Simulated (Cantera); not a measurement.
A closed system holds: 1 mol AlN, 6.4 mol H₂.

Method: chemical equilibrium by Gibbs-energy minimisation in Cantera with the NASA 1993 tables (ideal gas, pure condensed phases). Candidate condensed phases: Al, AlN; 13 gas species. Rates play no part.

Q: What condenses at these points (T in K, P in Pa): (2073, 5600); (2473, 1); (2573, 5.6); (2773, 180000); (2773, 1000000); (2073, 1000)?

A: 
```csv
T (K),P in Pa,condensed phases,Al condensed (%)
2073,5600,AlN,70.8
2473,1,gas only,0.0
2573,5.6,gas only,0.0
2773,180000,gas only,0.0
2773,1000000,Al,11.3
2073,1000,gas only,0.0
```
